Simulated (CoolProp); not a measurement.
R1233zd(E) along the isotherm 450 K: fugacity coefficient from the reference equation and from simpler models built on Tc = 438.9 K, pc = 3583 kPa, ω = 0.304; each cubic takes its own stable root.

Computed with CoolProp (reference Helmholtz-energy equation of state, Akasaka 2022).

```csv
p (kPa),phase,reference
1280,gas,0.8860
2560,gas,0.7761
3840,supercritical,0.6653
5120,supercritical,0.5460
6400,supercritical,0.4640
7680,supercritical,0.4090
8960,supercritical,0.3698
10200,supercritical,0.3416
11500,supercritical,0.3189
12800,supercritical,0.3013
14100,supercritical,0.2874
15400,supercritical,0.2762
16600,supercritical,0.2678
17900,supercritical,0.2604
```

Q: How far does each simpler model (van der Waals, Redlich-Kwong, Soave-Redlich-Kwong, Peng-Robinson) lie from the reference over these 14 states: mean and median of the absolute difference, and the worst?

A: 
- van der Waals: mean 14.3 %, median 14.0 %, worst +28.7 % at 450 K and 17900 kPa
- Redlich-Kwong: mean 4.6 %, median 5.0 %, worst +8.7 % at 450 K and 17900 kPa
- Soave-Redlich-Kwong: mean 6.6 %, median 7.3 %, worst +11.5 % at 450 K and 17900 kPa
- Peng-Robinson: mean 0.8 %, median 0.8 %, worst -1.8 % at 450 K and 3840 kPa
